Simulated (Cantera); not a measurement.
# Silicon nitride deposition: SiH4 + NH3

A closed system holds: 1 mol SiH4, a varied amount of NH3, at 1177 °C and 75.0 Torr.

Method: chemical equilibrium by Gibbs-energy minimisation in Cantera with the NASA 1993 tables (ideal gas, pure condensed phases). Candidate condensed phases: Si, Si3N4; 18 gas species. Mutual solubility and eutectic melting of coexisting phases are not modelled. Rates play no part.

| n(NH3) (mol) | log p H2 | log p N2 | log p H | log p NH3 | log p SiH2 | log p SiH4 | n Si(s) | n Si3N4(s) |
|---|---|---|---|---|---|---|---|---|
| 0.14 | -1.00 | -4.77 | -5.52 | -8.02 | -7.11 | -8.02 | 0.896 | 0.0348 |
| 0.18 | -1.00 | -4.77 | -5.52 | -8.02 | -7.11 | -8.02 | 0.866 | 0.0448 |
| 0.23 | -1.00 | -4.77 | -5.52 | -8.02 | -7.11 | -8.02 | 0.828 | 0.0573 |
| 0.29 | -1.00 | -4.77 | -5.52 | -8.02 | -7.11 | -8.02 | 0.783 | 0.0723 |
| 0.37 | -1.00 | -4.77 | -5.52 | -8.02 | -7.11 | -8.02 | 0.723 | 0.0923 |
| 0.47 | -1.00 | -4.77 | -5.52 | -8.02 | -7.11 | -8.02 | 0.648 | 0.117 |
| 0.6 | -1.00 | -4.77 | -5.52 | -8.02 | -7.11 | -8.02 | 0.551 | 0.150 |
| 0.77 | -1.00 | -4.77 | -5.52 | -8.02 | -7.11 | -8.02 | 0.423 | 0.192 |
| 0.98 | -1.00 | -4.77 | -5.52 | -8.02 | -7.11 | -8.02 | 0.266 | 0.245 |
| 1.3 | -1.00 | -4.77 | -5.52 | -8.02 | -7.11 | -8.02 | 0.0260 | 0.325 |
| 1.6 | -1.01 | -2.53 | -5.53 | -6.93 | -8.62 | -9.53 | 0 | 0.333 |
| 2 | -1.03 | -2.20 | -5.54 | -6.78 | -8.85 | -9.78 | 0 | 0.333 |
| 2.6 | -1.04 | -2.01 | -5.55 | -6.71 | -8.99 | -9.94 | 0 | 0.333 |
log p: log10 of the partial pressure in bar; n: condensed amount in mol.

From 0.14 mol NH3 to 1.3 mol NH3 the condensed part is Si(s) + Si3N4(s). From 1.6 mol NH3 to 2.6 mol NH3 the condensed part is Si3N4(s). The main Si-bearing gas is SiH2 throughout.
